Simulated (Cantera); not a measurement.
A perfectly stirred reactor is fed with C3H8 : O2 : N2 = 1 : 7.58 : 56.8 (molar parts), at 0.420 bar; it is adiabatic with a 800 K inlet, and is followed from long to short residence time, starting on the burning branch (τ in s: 0.092, 0.042, 0.019, 0.009, 0.0041, 0.0019, 0.00087, 0.0004, 0.00019, 8.5e-05).

Cantera simulation using GRI-Mech 3.0 (53 species, 325 reactions); the numbers are that mechanism's predictions, not measurements. GRI-Mech 3.0 was tuned for natural gas; its chemistry of propane as a main component is partial and can be far from experiment.

Task: What does this change do: O2 7.58 to 5.1 parts?

Result: 
```
quantity                                                                        before                                 after
------------------------------------------------  ------------------------------------  ------------------------------------
blow-out, bracketed by the residence times tried  burning at 0.870 ms, out at 0.400 ms  burning at 0.870 ms, out at 0.400 ms
x(C3H8) at τ = 92.0 ms                                                         1.34e-6                               1.10e-6
x(O2) at τ = 92.0 ms                                                            0.0391                               0.00496
x(CH2O) at τ = 92.0 ms                                                         1.02e-6                               9.47e-7
x(C2H2) at τ = 92.0 ms                                                         8.59e-7                               2.35e-6
x(NO) at τ = 92.0 ms                                                           1.10e-5                               6.06e-5
x(C3H8) at τ = 1.90 ms                                                         1.88e-5                               2.24e-5
x(O2) at τ = 1.90 ms                                                            0.0430                                0.0117
x(CH2O) at τ = 1.90 ms                                                         1.76e-5                               1.69e-5
x(C2H2) at τ = 1.90 ms                                                         3.94e-6                               2.01e-5
x(NO) at τ = 1.90 ms                                                           6.36e-6                               1.55e-5
```
